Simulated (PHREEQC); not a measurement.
**Acid mine or pickling water: speciation**

A made-up water analysis in mmol/kgw, 20 °C, pH 3.02, pe 9.8:

```csv
constituent,mmol/kgw
Na,3.03
K,0.0525
Ca,24.2
Mg,8.07
Cl,9.81
S(6),14.3
Fe(3),0.0379
```

Valence states are taken as typed.

Equilibrium calculation in PHREEQC: ion-association model, phreeqc.dat.

| Property | Value |
|---|---|
| ionic strength | 0.0745 mol/kgw |
| specific conductance | 3730 µS/cm |
| density | 1.001 g/cm³ |
| total alkalinity | -1.57 meq/kg |
| charge-balance error | 37.7 % |

| species | molality | activity | log γ |
|---|---|---|---|
| Ca+2 | 0.0197 | 0.00842 | -0.369 |
| Cl- | 0.00981 | 0.00774 | -0.103 |
| SO4-2 | 0.00763 | 0.00315 | -0.385 |
| Mg+2 | 0.00630 | 0.00278 | -0.355 |
| CaSO4 | 0.00446 | 0.00454 | 0.007 |
| Na+ | 0.00298 | 0.00240 | -0.095 |
| MgSO4 | 0.00177 | 0.00180 | 0.007 |
| H+ | 0.00114 | 0.000955 | -0.076 |
| HSO4- | 0.000329 | 0.000263 | -0.097 |
| K+ | 5.15e-5 | 4.05e-5 | -0.104 |
| NaSO4- | 4.54e-5 | 3.66e-5 | -0.093 |
| CaHSO4+ | 3.33e-5 | 2.66e-5 | -0.097 |

No solid was allowed to form. The solution is supersaturated, for example in Hematite (slow to form), Goethite (slow to form), so a real one may precipitate; this is no full list. Complexes and solids missing from the database can't appear.
